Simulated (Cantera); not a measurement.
A Cantera script and what it prints.

```python
import numpy as np
import cantera as ct

gas_names = """
    C CO CO2 C2 C2O C3 C3O2 C4 C5 Cu CuO Cu2 O O2 O3
""".split()
cond_names = """
    C(gr) Cu(cr) Cu(L) CuO(s) Cu2O(s) Cu2O(L)
""".split()


# ... load() reads the species with a 1 bar reference pressure and builds the phases ...
atoms = {
    'Cu2O': {'Cu': 2, 'O': 1},
    'CO': {'C': 1, 'O': 1},
}
top_T = {'C(gr)': 4500, 'CuO(s)': 1390}  # K; cautious upper limits of use, not melting points


# ... equilibrate(T, P, feed) seeds the gas with the atoms and calls Mixture.equilibrate('TP', solver="vcs", rtol=1e-11, max_steps=5000) ...
results = []
feed = {'Cu2O': 1, 'CO': 3.1}  # mol
P = 101325  # Pa
for T in [1098, 1148, 1198, 1248, 1298, 1348, 1398, 1448, 1498, 1548]:
    mix = equilibrate(T, P, feed)
    results.append((T, P, feed, dict(zip(mix.species_names, mix.species_moles))))

top = {s: max(r[3][s] / sum(r[3][g] for g in gas_names) for r in results) for s in gas_names}
cols = sorted((s for s in top if top[s] > 1e-05), key=lambda s: -top[s])[:5]
seen = [c for c in cond_names if any(r[3].get(c, 0) > 1e-12 for r in results)]
print("log10 of partial pressures in bar; condensed amounts in mol")
print(f"{'T/K':>10s}" + "".join(f"{s[:9]:>10s}" for s in cols + seen))
for T, P, feed, n in results:
    ng = sum(n[g] for g in gas_names)
    print(f"{T:10.4g}" + "".join(f"{np.log10(max(n[s] / ng * P / 1e5, 1e-99)):10.3f}" for s in cols)
          + "".join(f"{n.get(c, 0):10.4g}" for c in seen))
```

Output:

```
log10 of partial pressures in bar; condensed amounts in mol
       T/K        CO       CO2        Cu    Cu(cr)     Cu(L)
      1098    -0.163    -0.486    -9.254         2         0
      1148    -0.163    -0.486    -8.565         2         0
      1198    -0.163    -0.486    -7.935         2         0
      1248    -0.163    -0.486    -7.356         2         0
      1298    -0.163    -0.486    -6.822         2         0
      1348    -0.163    -0.486    -6.329         2         0
      1398    -0.163    -0.486    -5.887         0         2
      1448    -0.163    -0.486    -5.479         0         2
      1498    -0.163    -0.486    -5.100         0         2
      1548    -0.163    -0.486    -4.745         0         2
```

Equilibrium computed with Cantera from the NASA thermochemical tables; the gas is ideal and each condensed phase is pure.
